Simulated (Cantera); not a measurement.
Input: 1 mol CCl4, 0.087 mol H2, equilibrated at 0.000170 bar.

Equilibrium computed with Cantera from the NASA thermochemical tables; the gas is ideal and each condensed phase is pure. Candidate condensed phases: C, C6H6, C7H8, C8H18; 91 gas species. Kinetics and transport are ignored.

**Question.** What share of the C ends up in condensed phases as a function of T (K), at 1673, 1773, 1873, 1973, 2073, 2173, 2273, 2373, 2473, 2573, 2673?

**Answer.** 
| T (K) | C condensed (%) | as |
|---|---|---|
| 1673 | 100.0 | C(graphite) |
| 1773 | 100.0 | C(graphite) |
| 1873 | 100.0 | C(graphite) |
| 1973 | 100.0 | C(graphite) |
| 2073 | 100.0 | C(graphite) |
| 2173 | 100.0 | C(graphite) |
| 2273 | 99.9 | C(graphite) |
| 2373 | 99.5 | C(graphite) |
| 2473 | 97.2 | C(graphite) |
| 2573 | 87.0 | C(graphite) |
| 2673 | 45.1 | C(graphite) |
